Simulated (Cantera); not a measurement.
A closed system holds: 1 mol AlN, 0.016 mol C, 0.99 mol N2, held at 100000 Pa.

Method: chemical equilibrium by Gibbs-energy minimisation in Cantera with the NASA 1993 tables (ideal gas, pure condensed phases). Candidate condensed phases: Al, AlN, C; 29 gas species. Ions and electrons are included (thermal ionisation). Equilibrium is a limit: real reactors are often held back by kinetics, nucleation or transport. All values below are at 3227 °C.

Base state: N2 0.594, Al 0.399, CN 0.00481, Al2 0.000550, C 0.000487, Al+ 0.000440, CN- 0.000257, e- 0.000180 (mole fractions); condensed: gas only.

Q: What changes in the equilibrium state with this change: 1 mol O2 added?

A: 
| species | before | after |
|---|---|---|
| N2 | 0.594 | 0.767 |
| O | 0 | 0.115 |
| O2 | 0 | 0.0546 |
| Al | 0.399 | 0.00234 |
| NO | 0 | 0.0404 |
| AlO | 0 | 0.0110 |
| CO | 0 | 0.00736 |
| CN | 0.00481 | <1e-9 |
| CO2 | 0 | 0.00109 |
| Al2O | 0 | 0.000556 |
| Al2O3(l), mol | 0 | 0.486 |
Further candidate phases: Al2O3.

Q: What changes in the equilibrium state with this change: 0.25 mol CO2 added?

A: 
```tsv
species	before	after
N2	0.594	0.579
Al	0.399	0.226
CO	0	0.103
Al2O	0	0.0730
AlO	0	0.0149
O	0	0.00161
NO	0	0.000491
Al2O2	0	0.000294
```
Further candidate phases: Al2O3.
